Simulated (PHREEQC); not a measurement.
Synthetic water in mg/L, 25 °C, pH 6.23, pe 8.7:

```tsv
constituent	mg/L
Na	1710
K	340
Ca	866
Mg	190
Cl	4600
S(6) as SO4	183
Alkalinity as HCO3	261
B	0.946
Br	45.2
```

Valence states are taken as typed.

All values are PHREEQC results (ion-association model, phreeqc.dat), not measurements.

This is a speciation only: nothing precipitates in the calculation.

Q: Order these S species by the share of S that they hold, largest first: NaSO4-, SO4-2, MgSO4, KSO4-, CaSO4.

A: SO4-2 (59 %), CaSO4 (22 %), MgSO4 (11 %), NaSO4- (6.9 %), KSO4- (1.1 %)

The pH is 6.23 and the ionic strength 0.169 mol/kgw. Complexes and solids missing from the database can't appear.
